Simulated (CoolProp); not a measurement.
Vapour-liquid equilibrium of CHF3 (R23) (1) + R22 (2) at 8.2 kPa; x and y are mole fractions of (1).

Model: multi-fluid Helmholtz-energy mixture model, Penoncello 2003 and Kamei 1995; pair parameters Bell 2016, in CoolProp.

```json
[
 {"x": "0.05", "bubble temperature (°C)": "-91.2", "y at the bubble point": "0.495", "dew temperature at overall composition x (°C)": "-83.8", "liquid density (mol/L)": "18.05"},
 {"x": "0.2", "bubble temperature (°C)": "-102.9", "y at the bubble point": "0.849", "dew temperature at overall composition x (°C)": "-85.9", "liquid density (mol/L)": "18.88"},
 {"x": "0.35", "bubble temperature (°C)": "-108.1", "y at the bubble point": "0.924", "dew temperature at overall composition x (°C)": "-88.4", "liquid density (mol/L)": "19.55"},
 {"x": "0.5", "bubble temperature (°C)": "-111.0", "y at the bubble point": "0.954", "dew temperature at overall composition x (°C)": "-91.4", "liquid density (mol/L)": "20.18"},
 {"x": "0.65", "bubble temperature (°C)": "(withheld)", "y at the bubble point": "0.971", "dew temperature at overall composition x (°C)": "-95.2", "liquid density (mol/L)": "20.82"},
 {"x": "0.8", "bubble temperature (°C)": "-114.5", "y at the bubble point": "0.984", "dew temperature at overall composition x (°C)": "-100.5", "liquid density (mol/L)": "21.48"},
 {"x": "0.95", "bubble temperature (°C)": "-116.0", "y at the bubble point": "0.996", "dew temperature at overall composition x (°C)": "(withheld)", "liquid density (mol/L)": "(withheld)"}
]
```

Fill in the missing entries.


- 0.65, bubble temperature (°C): -113.0
- 0.95, dew temperature at overall composition x (°C): -110.6
- 0.95, liquid density (mol/L): 22.19

No azeotrope shows between x = 0.05 and 0.95.

Pair parameters are fitted to limited data, so mixtures are less certain than the pure fluids.
